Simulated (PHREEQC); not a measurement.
Model water analysis in mg/kgw, 20 °C, pH 6.6, pe -0.7:

```csv
constituent,mg/kgw
Na,1.92
K,0.045
Ca,8.15
Mg,0.72
Cl,5.6
S(6) as SO4,7.78
Alkalinity as HCO3,14.5
Sr,0.0114
Br,0.97
Ba,0.239
Li,0.0653
```

Valence states are taken as typed.

Model: ion-association model, phreeqc.dat, run in PHREEQC.

This is a speciation only: nothing precipitates in the calculation.

Q: Predict the charge-balance error.

A: charge-balance error -0.5 %.

Q: In which forms is C present?

A: HCO3- 63 %, CO2 37 % of the C.
